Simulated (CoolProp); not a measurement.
Propane at 509.1 K and 0.372 MPa is compressed adiabatically to 1.57 MPa with isentropic efficiency 0.85. Each further row changes one setting.

Values from CoolProp's reference Helmholtz-energy equation of state, Lemmon 2009.

| case | work (kJ/kg) | final temperature (K) | final density (kg/m³) |
|---|---|---|---|
| as stated | 168 | ? | 14.9 |
| efficiency 1 | ? | ? | ? |
| efficiency 0.65 | ? | 592.5 | 14.4 |

Task: Fill in the missing entries.

Result: 
- as stated, final temperature (K): 574.6
- efficiency 1, work (kJ/kg): 143
- efficiency 1, final temperature (K): 565.7
- efficiency 1, final density (kg/m³): 15.1
- efficiency 0.65, work (kJ/kg): 220
